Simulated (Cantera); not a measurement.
What does this Cantera script print?

```python
import numpy as np
import cantera as ct

gas_names = """
    CL CL2 H HCL H2 N NH NH2 NH3 N2 N2H2 N2H4 Si SiCL SiCL2 SiCL3 SiCL4 SiH SiHCL3 SiH2 SiH2CL2 SiH3
    SiH3CL SiH4 SiN Si2 Si2N Si3
""".split()
cond_names = """
    NH4CL(a) NH4CL(b) Si(cr) Si(L) Si3N4(a)
""".split()


# ... load() reads the species with a 1 bar reference pressure and builds the phases ...
atoms = {
    'SiH2Cl2': {'Si': 1, 'H': 2, 'CL': 2},
    'N2': {'N': 2},
}
top_T = {'Si3N4(a)': 2400}  # K; cautious upper limits of use, not melting points


# ... equilibrate(T, P, feed) seeds the gas with the atoms and calls Mixture.equilibrate('TP', solver="vcs", rtol=1e-11, max_steps=5000) ...
results = []
feed = {'SiH2Cl2': 1, 'N2': 67}  # mol
T = 1400  # K
P = 35  # Pa
mix = equilibrate(T, P, feed)
results.append((T, P, feed, dict(zip(mix.species_names, mix.species_moles))))
print(gas.report(threshold=1e-06))
for i in range(1, mix.n_phases):
    print(f"{mix.phase(i).name:16s} {mix.phase_moles(i):12.5e} mol")
```

It prints:

```
       temperature   1400 K
          pressure   35 Pa
           density   8.555e-05 kg/m^3
  mean mol. weight   28.452 kg/kmol
   phase of matter   gas

                          1 kg             1 kmol
                     ---------------   ---------------
          enthalpy        1.1419e+06        3.2488e+07  J
   internal energy        7.3273e+05        2.0848e+07  J
           entropy             10802        3.0734e+05  J/K
    Gibbs function       -1.3981e+07       -3.9779e+08  J
 heat capacity c_p            1214.7             34559  J/K
 heat capacity c_v            922.42             26245  J/K

                      mass frac. Y      mole frac. X     chem. pot. / RT
                     ---------------   ---------------   ---------------
                CL        4.9452e-05         3.969e-05            -29.59
                 H        7.6362e-07        2.1554e-05           -15.671
               HCL          0.019694          0.015369           -45.261
                H2        0.00048698         0.0068727           -31.342
                N2           0.95595            0.9709            -33.79
             SiCL2          0.023217         0.0066734           -66.319
             SiCL3         0.0005439        0.00011511           -95.909
             SiCL4        5.0332e-05        8.4294e-06            -125.5
     [  +20 minor]        3.6173e-06        1.4061e-06

Si(cr)            0.00000e+00 mol
Si3N4(a)          1.77783e-01 mol
```

Equilibrium computed with Cantera from the NASA thermochemical tables; the gas is ideal and each condensed phase is pure. N2 is the only nitrogen source here; it is nearly inert below about 1500 K, so the nitride shown seldom forms there in practice. The tables' values for SiCl3 are old estimates; treat these amounts as uncertain.
